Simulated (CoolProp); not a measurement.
Vapour-liquid equilibrium of R125 (1) + R245fa (2) at 253.4 K; x and y are mole fractions of (1).

Model: multi-fluid Helmholtz-energy mixture model, Lemmon 2005 and Akasaka 2015; pair parameters Bell 2016, in CoolProp.

```
x      bubble pressure, mixture model (MPa)  bubble pressure, Raoult's law (MPa)  y, mixture model  y, Raoult's law
-----  ------------------------------------  -----------------------------------  ----------------  ---------------
0.05                                0.03862                              0.03591             0.505            0.474
0.125                               0.06523                              0.05996             0.725            0.710
0.2                                 0.09040                              0.08400             0.814            0.811
0.275                                0.1145                               0.1080             0.864            0.867
0.35                                 0.1379                               0.1321             0.896            0.902
0.425                                0.1607                               0.1561             0.919            0.927
0.5                                  0.1833                               0.1802             0.936            0.945
0.575                                0.2058                               0.2042             0.950            0.959
0.65                                 0.2284                               0.2283             0.962            0.970
0.725                                0.2512                               0.2523             0.972            0.978
0.8                                  0.2745                               0.2764             0.980            0.986
0.875                                0.2985                               0.3004             0.988            0.992
0.95                                 0.3233                               0.3245             0.995            0.997
```

The largest gap from Raoult's law is +8.8 % in bubble pressure, at x = 0.125. No azeotrope shows between x = 0.05 and 0.95.

Pair parameters are fitted to limited data, so mixtures are less certain than the pure fluids. The gap from Raoult's law changes sign with composition, which may be real or a fault of the pair parameters; it wasn't checked against measurements.
